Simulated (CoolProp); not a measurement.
A simple Rankine cycle with water: condensing at 328.15 K, boiler at 0.662 MPa, turbine inlet 585.9 K, turbine efficiency 0.7, pump efficiency 0.6, no recuperator. Each further row changes one setting.

Values from CoolProp's reference Helmholtz-energy equation of state, Wagner 2002.

```tsv
case	thermal efficiency (%)	net work (kJ/kg)	heat in (kJ/kg)	turbine exit temperature (K)	volume ratio over the turbine
as stated	16.9	482	2860	330.3	23.9
turbine inlet 605.9 K	17.1	495	2900	345.1	24.2
condensing temperature 320.15 K	18.0	519	2890	320.1	34.2
boiler pressure 0.463 MPa	15.6	446	2860	351.4	17.7
turbine efficiency 0.6	14.4	413	2860	366.1	26.6
```

The expansion ends wet for: condensing temperature 320.15 K.
